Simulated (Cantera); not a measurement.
Feed: 1 mol SiH4, 0.017 mol HCl, 740 mol H2, 0.99 mol Cl2, 0.0022 mol O2, at 0.00180 bar.

Equilibrium computed with Cantera from the NASA thermochemical tables; the gas is ideal and each condensed phase is pure. Candidate condensed phases: H2O, Si, SiO2; 30 gas species. Mutual solubility and eutectic melting of coexisting phases are not modelled. The tables' values for SiCl are old estimates; treat these amounts as uncertain. Gases not in the tables: Si2H6 and higher silanes. Rates play no part.

x: gas mole fraction; n: condensed amount in mol.

```
T (K)   x H2       x H    x HCl    x Si  n Si(s)  n SiO2(β-quartz)  n Si(l)
-----  -----  --------  -------  ------  -------  ----------------  -------
848    0.998  4.48e-10  0.00215  <1e-12    0.883           0.00220        0
923    0.997   5.76e-9  0.00261  <1e-12    0.977           0.00220        0
998    0.997   5.06e-8  0.00266  <1e-12    0.987           0.00210        0
1073   0.997   3.30e-7  0.00266     ___    0.985          0.000363        0
1148   0.997   1.69e-6  0.00266     ___    0.984                 0        0
1223   0.997   7.08e-6  0.00265     ___    0.983                 0        0
1298   0.997   2.52e-5  0.00265     ___    0.982                 0        0
1373   0.997   7.84e-5  0.00265     ___    0.980                 0        0
1448   0.997  0.000217  0.00264     ___    0.977                 0        0
1523   0.997  0.000544  0.00264     ___    0.968                 0        0
1598   0.996   0.00125  0.00263     ___    0.930                 0        0
1673   0.994   0.00268  0.00262     ___    0.778                 0        0
1748   0.991   0.00536  0.00261     ___        0                 0    0.310
```

Question: Some entries are withheld; supply them.

Answer: 
- 1073, x Si: 3.84e-12
- 1148, x Si: 1.01e-10
- 1223, x Si: 1.79e-9
- 1298, x Si: 2.26e-8
- 1373, x Si: 2.15e-7
- 1448, x Si: 1.62e-6
- 1523, x Si: 1.00e-5
- 1598, x Si: 5.20e-5
- 1673, x Si: 0.000232
- 1748, x Si: 0.000809
